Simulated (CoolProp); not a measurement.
Values from CoolProp's reference Helmholtz-energy equation of state, Wagner 2002.

Question: For water, give the phase and the conductivity (mW/(m K)) at 699.05 °C and 2.47 MPa; 168.75 °C and 0.229 MPa; 437.45 °C and 100 MPa.

Answer: 
- 699.05 °C and 2.47 MPa: gas; conductivity 93.9
- 168.75 °C and 0.229 MPa: gas; conductivity 31.0
- 437.45 °C and 100 MPa: supercritical; conductivity 494

Thermal conductivity comes from a separate model (Huber 2012).
